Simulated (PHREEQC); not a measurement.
Make-up at 25 °C: 0.24 mol/kgw Pb(NO3)2. Closed to the air; pH follows from the charge balance.

The numbers come from PHREEQC with the ion-association model, phreeqc.dat.

The pH is 4.12 and the ionic strength is 0.454 mol/kgw. The activity of water is 0.990.

| species | molality | activity | log γ |
|---|---|---|---|
| NO3- | 0.347 | 0.216 | -0.206 |
| PbNO3+ | 0.133 | 0.0974 | -0.136 |
| Pb+2 | 0.107 | 0.0305 | -0.543 |
| H+ | 9.90e-5 | 7.60e-5 | -0.115 |
| Pb2OH+3 | 8.85e-5 | 5.30e-6 | -1.223 |
| PbOH+ | 1.06e-5 | 7.75e-6 | -0.136 |

Precipitation was switched off in this run.
